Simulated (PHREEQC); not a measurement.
A solution holds 0.0065 mol Cu(NO3)2 and 0.11 mol FeCl3 per kg of water, at 57 °C. Closed to the air; pH follows from the charge balance.

Equilibrium calculation in PHREEQC: ion-association model, wateq4f.dat.

Precipitation was switched off in this run.

Task: Estimate the pH, activity of water, ionic strength.

Result: pH 1.71; activity of water 0.993; ionic strength 0.429 mol/kgw.

Task: In which forms is Cu present?

Result: Cu+2 58 %, CuCl+ 39 %, CuCl2 2.7 % of the Cu.

Saturation is exceeded, for instance for Hematite (slow to form), Goethite (slow to form); the values hold only as long as no solid forms. Constants without temperature data keep their 25 °C values here.
